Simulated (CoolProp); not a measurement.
A Linde-Hampson liquefier for CF4 (R14): isothermal reversible compression at 290 K from 1 atm to 40 MPa, throttling to 1 atm, return gas leaving the recuperator 2 K below the feed. Each further row changes one setting.

The numbers come from the reference Helmholtz-energy equation of state, Platzer 1990 in CoolProp. This equation is an older, rougher fit; its heat capacities, sound speeds and derivatives of the liquid may be far off and weren't checked against measurements.

```csv
case,liquid yield per pass,compression work (kJ/kg of gas)
as stated,[?],147
warm-end temperature 320 K,[?],[?]
warm-end gap 7 K,[?],147
```

### Question
Complete the blanks.

### Answer

- as stated, liquid yield per pass: 0.313
- warm-end temperature 320 K, liquid yield per pass: 0.249
- warm-end temperature 320 K, compression work (kJ/kg of gas): 169
- warm-end gap 7 K, liquid yield per pass: 0.302
